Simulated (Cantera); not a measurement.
An isothermal, constant-pressure homogeneous reactor starts with CO : O₂ : H₂O : N₂ = 0.02 : 0.028 : 0.0055 : 1 (molar parts), at 1375 K and 1200 Torr.

Cantera simulation using GRI-Mech 3.0 (53 species, 325 reactions); the numbers are that mechanism's predictions, not measurements.

x: mole fraction; the columns are a selection and need not sum to one.

```json
[
 {"t (s)": "3.00e-5", "x CO": "0.0190", "x O₂": "0.0266", "x H₂O": "0.00522", "x H": "4.11e-10", "x H₂": "1.74e-11", "x NO₂": "<1e-12", "x NO": "<1e-12"},
 {"t (s)": "7.32e-5", "x CO": "0.0190", "x O₂": "0.0266", "x H₂O": "0.00522", "x H": "[?]", "x H₂": "2.76e-10", "x NO₂": "<1e-12", "x NO": "<1e-12"},
 {"t (s)": "0.000179", "x CO": "0.0190", "x O₂": "0.0266", "x H₂O": "0.00522", "x H": "[?]", "x H₂": "5.06e-9", "x NO₂": "<1e-12", "x NO": "<1e-12"},
 {"t (s)": "0.000436", "x CO": "0.0190", "x O₂": "0.0266", "x H₂O": "0.00522", "x H": "[?]", "x H₂": "3.69e-7", "x NO₂": "<1e-12", "x NO": "2.99e-12"},
 {"t (s)": "0.00107", "x CO": "0.0133", "x O₂": "0.0233", "x H₂O": "0.00475", "x H": "[?]", "x H₂": "0.000135", "x NO₂": "5.92e-10", "x NO": "3.65e-7"},
 {"t (s)": "0.00260", "x CO": "0.00295", "x O₂": "0.0185", "x H₂O": "0.00507", "x H": "[?]", "x H₂": "5.89e-5", "x NO₂": "4.83e-9", "x NO": "1.87e-6"},
 {"t (s)": "0.00635", "x CO": "0.000571", "x O₂": "0.0175", "x H₂O": "0.00522", "x H": "[?]", "x H₂": "1.18e-5", "x NO₂": "1.35e-8", "x NO": "2.11e-6"},
 {"t (s)": "0.0155", "x CO": "9.88e-5", "x O₂": "0.0173", "x H₂O": "0.00525", "x H": "[?]", "x H₂": "2.10e-6", "x NO₂": "2.54e-8", "x NO": "2.17e-6"},
 {"t (s)": "0.0378", "x CO": "1.52e-5", "x O₂": "0.0173", "x H₂O": "0.00526", "x H": "[?]", "x H₂": "3.76e-7", "x NO₂": "2.66e-8", "x NO": "2.20e-6"},
 {"t (s)": "0.0923", "x CO": "2.12e-6", "x O₂": "0.0172", "x H₂O": "0.00527", "x H": "[?]", "x H₂": "7.70e-8", "x NO₂": "1.66e-8", "x NO": "2.22e-6"},
 {"t (s)": "0.225", "x CO": "3.07e-7", "x O₂": "0.0172", "x H₂O": "0.00527", "x H": "9.02e-10", "x H₂": "2.23e-8", "x NO₂": "9.25e-9", "x NO": "2.24e-6"},
 {"t (s)": "0.550", "x CO": "9.21e-8", "x O₂": "0.0172", "x H₂O": "0.00527", "x H": "3.26e-10", "x H₂": "1.11e-8", "x NO₂": "6.87e-9", "x NO": "2.24e-6"},
 {"t (s)": "1.34", "x CO": "7.36e-8", "x O₂": "0.0172", "x H₂O": "0.00527", "x H": "2.70e-10", "x H₂": "9.78e-9", "x NO₂": "6.57e-9", "x NO": "2.24e-6"},
 {"t (s)": "3.28", "x CO": "7.34e-8", "x O₂": "0.0172", "x H₂O": "0.00527", "x H": "2.70e-10", "x H₂": "9.77e-9", "x NO₂": "6.57e-9", "x NO": "2.24e-6"},
 {"t (s)": "8.00", "x CO": "7.34e-8", "x O₂": "0.0172", "x H₂O": "0.00527", "x H": "2.70e-10", "x H₂": "9.77e-9", "x NO₂": "6.58e-9", "x NO": "2.24e-6"}
]
```

Q: Complete the blanks.

A: 
- 7.32e-5, x H: 2.62e-9
- 0.000179, x H: 2.31e-8
- 0.000436, x H: 1.21e-6
- 0.00107, x H: 0.000412
- 0.00260, x H: 8.81e-5
- 0.00635, x H: 7.97e-6
- 0.0155, x H: 6.61e-7
- 0.0378, x H: 5.46e-8
- 0.0923, x H: 5.44e-9
